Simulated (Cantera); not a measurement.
## Premixed flame

A freely propagating, adiabatic, planar premixed flame of H2 : O2 : N2 = 1 : 0.167 : 0.627 (molar parts), equivalence ratio 3.0, unburnt at 350 K and 82.5 Torr; multicomponent+Soret transport, grid criteria slope 0.08 and curve 0.16, no radiation.

Detailed kinetics in Cantera: the H2/O2 subset of GRI-Mech 3.0, which has no nitrogen chemistry. Burning velocities carry a grid error of a few per cent, more on coarse grids.

```
z (mm)  T (K)  u (m/s)   x H2      x O2     x H2O    x HO2       x O   x H2O2
------  -----  -------  -----  --------  --------  -------  --------  -------
-21.8     350     2.28  0.557    0.0931     <1e-8    <1e-8     <1e-8    <1e-8
-14.6     350     2.28  0.557    0.0931     <1e-8    <1e-8     <1e-8    <1e-8
-10.9     350     2.28  0.557    0.0931     <1e-8    <1e-8     <1e-8    <1e-8
-7.28     350     2.27  0.557    0.0931   3.39e-8  3.73e-8     <1e-8    <1e-8
-3.64     377     2.39  0.544    0.0952  0.000990  8.12e-5   5.75e-6  9.05e-6
-1.82     627     3.87  0.510    0.0879    0.0228  2.95e-5  0.000116  5.16e-6
0         974     5.95  0.426    0.0517    0.0982  9.10e-6   0.00126  4.89e-8
1.82     1175     7.20  0.356   0.00814     0.181  1.33e-6  0.000716  1.73e-8
3.64     1251     7.65  0.349  0.000677     0.196  1.02e-7  0.000170    <1e-8
7.28     1331     8.12  0.356   3.87e-5     0.198    <1e-8  0.000117    <1e-8
14.6     1421     8.62  0.365   2.69e-5     0.199    <1e-8  0.000105  1.07e-8
29.1     1513     9.12  0.375   2.00e-5     0.200    <1e-8   8.06e-5    <1e-8
58.2     1598     9.57  0.384   1.25e-5     0.201    <1e-8   5.19e-5    <1e-8
```
x: mole fraction of selected species; z is measured from the peak of heat release.

The laminar burning velocity is 228 cm/s. The thermal thickness comes out as 7.28 mm and the peak x(HO2) comes out as 8.26e-5. The peak x(O) is 0.00144, the peak x(H2O2) is 1.50e-5 and the grid points is 142.
